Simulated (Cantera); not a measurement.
## Transport properties of process gases

Gas mixture: CO2 : O2 = 0.65 : 0.36 (molar parts), at 20.0 Torr, frozen composition.

Cantera's kinetic-theory transport with the Lennard-Jones parameters of GRI-Mech 3.0, ideal gas; thermal conductivity in the mixture-averaged form.

```
T (K)  ρ (kg/m³)  cp (J/kg/K)  μ (µPa s)  λ (mW/m/K)     Pr  D (cm²/s) H2O  D (cm²/s) C2H2  D (cm²/s) O
-----  ---------  -----------  ---------  ----------  -----  -------------  --------------  -----------
400       0.0318        938.9       21.4        28.1  0.716           12.1            8.82         17.5
550       0.0232         1030       27.8        39.7  0.720           22.4            15.7         30.5
700       0.0182         1099       33.4        50.7  0.723           35.3            24.1         46.0
850       0.0150         1152       38.4        61.0  0.725           50.4            33.7         63.9
1000      0.0127         1193       43.1        70.7  0.727           67.6            44.5         84.0
1150      0.0111         1223       47.5        79.9  0.727           86.7            56.5          106
1300     0.00980         1248       51.6        88.6  0.727            107            69.5          130
1450     0.00879         1268       55.5        96.9  0.727            130            83.6          156
```
D: mixture-averaged diffusion coefficient of that species in the mixture.
